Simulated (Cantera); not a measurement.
# Equilibrium for boron, boron nitride and boron oxide: B₂H₆ + H₂O + N₂

Charge: 1 mol B₂H₆, a varied amount of H₂O, 62 mol N₂, at 98.0 mbar.

Equilibrium computed with Cantera from the NASA thermochemical tables; the gas is ideal and each condensed phase is pure. Candidate condensed phases: B, BN, B₂O₃, B₃O₃H₃, H₂O; 39 gas species. The feed counts by its element totals alone. N₂ is the only nitrogen source here; it is nearly inert below about 1500 K, so the nitride shown seldom forms there in practice. Mutual solubility and eutectic melting of coexisting phases are not modelled. Gases not in the tables: H₃BO₃. The numbers say what is thermodynamically allowed, not how fast it happens.

Map the stable condensed phases over T = 973, 1073, 1173, 1273, 1373, 1473, 1573, 1673, 1773, 1873, 1973, 2073, 2173, 2273 K and n(H₂O) in mol = 1.7, 2, 2.4, 2.8, 3.4, 4.1, 4.8, 5.8, 6.9, 8.2, 9.8, 12.


```
T in K \ n(H₂O) in mol
         1.7   2 2.4 2.8 3.4 4.1 4.8 5.8 6.9 8.2 9.8  12
   2273    A   A   B   B   B   B   B   B   B   B   B   B
   2173    A   A   B   B   B   B   B   B   B   B   B   B
   2073    A   A   B   B   B   B   B   B   B   B   B   B
   1973    A   A   B   B   B   B   B   B   B   B   B   B
   1873    A   A   A   B   B   B   B   B   B   B   B   B
   1773    A   A   A   A   B   B   B   B   B   B   B   B
   1673    A   C   C   C   D   B   B   B   B   B   B   B
   1573    C   C   C   C   D   D   D   D   B   B   B   B
   1473    C   C   C   C   D   D   D   D   D   D   D   D
   1373    C   C   C   C   D   D   D   D   D   D   D   D
   1273    C   C   C   C   D   D   D   D   D   D   D   D
   1173    C   C   C   C   D   D   D   D   D   D   D   D
   1073    C   C   C   C   D   D   D   D   D   D   D   D
    973    C   C   C   C   D   D   D   D   D   D   D   D
```
A: BN; B: gas only; C: BN + B₂O₃; D: B₂O₃.
